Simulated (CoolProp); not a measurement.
R125 at several states: fugacity coefficient from the reference equation and from simpler models built on Tc = 339.2 K, pc = 3.618 MPa, ω = 0.305; each cubic takes its own stable root.

Computed with CoolProp (reference Helmholtz-energy equation of state, Lemmon 2005).

| T (K) | p (MPa) | phase | reference | van der Waals | Redlich-Kwong | Soave-Redlich-Kwong |
|---|---|---|---|---|---|---|
| 498.6 | 0.0946 | gas | 0.9979 | 0.9971 | 0.9973 | 0.9982 |
| 372.3 | 2.99 | gas | 0.8046 | [?] | 0.7952 | [?] |
| 453.9 | 8.13 | supercritical | [?] | 0.7091 | 0.7318 | 0.7998 |
| 253.5 | 11.8 | liquid | 0.04158 | 0.1415 | 0.06718 | 0.04395 |

What belongs in the gaps?


- 372.3, van der Waals: 0.8073
- 372.3, Soave-Redlich-Kwong: 0.8078
- 453.9, reference: 0.7741
